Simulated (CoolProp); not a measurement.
Vapour-liquid equilibrium of n-hexane (1) + ethylbenzene (2) at 0.674 bar; x and y are mole fractions of (1).

Values from CoolProp's multi-fluid Helmholtz-energy mixture model, Thol 2019 and Zhou 2012; pair parameters Bell 2016.

Task: Give the bubble temperature and the first vapour's composition at x = 0.05, 0.125, 0.575. Is there an azeotrope?

Result: x = 0.05: 384.3 K, y = 0.300; x = 0.125: 372.6 K, y = 0.552; x = 0.575: 342.1 K, y = 0.919. No azeotrope shows between x = 0.05 and 0.95.

Pair parameters are fitted to limited data, so mixtures are less certain than the pure fluids.
